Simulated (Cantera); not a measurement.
Cantera run, input and output.

```python
import numpy as np
import cantera as ct

gas = ct.Solution("gri30.yaml")


def delay(T, t_max=10):
    gas.TPX = T, 1000000, {'C2H4': 1, 'O2': 2.14, 'N2': 8.06, 'H2O': 1}
    reactor = ct.IdealGasReactor(gas, clone=False)
    net = ct.ReactorNet([reactor])
    net.rtol, net.atol = 1e-8, 1e-16
    while net.time < t_max:
        t_old, T_old = net.time, reactor.T
        net.step()
        if reactor.T > T + 400:  # ignition: a rise of 400 K
            return t_old + (T + 400 - T_old) / (reactor.T - T_old) * (net.time - t_old)
    return np.nan


taus = []
for T in [1125, 1200, 1275, 1350, 1425]:
    taus.append(delay(T))
    print(f"T0 = {T:6g} K   tau = {taus[-1]:.4e} s")

# d ln(tau) / d ln(k), from doubling and halving each rate constant
T, sens = 1200, []
for i in range(gas.n_reactions):
    gas.set_multiplier(2.0, i)
    up = delay(T)
    gas.set_multiplier(0.5, i)
    down = delay(T)
    gas.set_multiplier(1.0, i)
    sens.append((np.log(up / down) / np.log(4.0), gas.reaction(i).equation))
sens.sort(key=lambda x: -abs(x[0]))
print(f"sensitivities at {T} K")
for s, eq in sens[:10]:
    print(f"{s:8.3f}  {eq}")
```

Result:

```
T0 =   1125 K   tau = 2.4597e-03 s
T0 =   1200 K   tau = 6.1405e-04 s
T0 =   1275 K   tau = 1.4400e-04 s
T0 =   1350 K   tau = 3.6916e-05 s
T0 =   1425 K   tau = 1.1310e-05 s
sensitivities at 1200 K
  -0.984  C2H3 + O2 <=> CH2CHO + O
   0.896  C2H3 + O2 <=> CH2O + HCO
  -0.651  H + O2 <=> O + OH
  -0.284  C2H4 + H <=> C2H3 + H2
   0.262  CH2CO + H (+M) <=> CH2CHO (+M)
   0.260  C2H4 + H (+M) <=> C2H5 (+M)
   0.194  H + O2 + H2O <=> HO2 + H2O
  -0.194  CH2CHO + O2 => 2 HCO + OH
  -0.139  HO2 + OH <=> H2O + O2
   0.123  H + O2 + N2 <=> HO2 + N2
```

Detailed kinetics in Cantera: GRI-Mech 3.0 (53 species, 325 reactions). GRI-Mech 3.0 was tuned for natural gas; its chemistry of ethylene as a main component is partial and can be far from experiment.
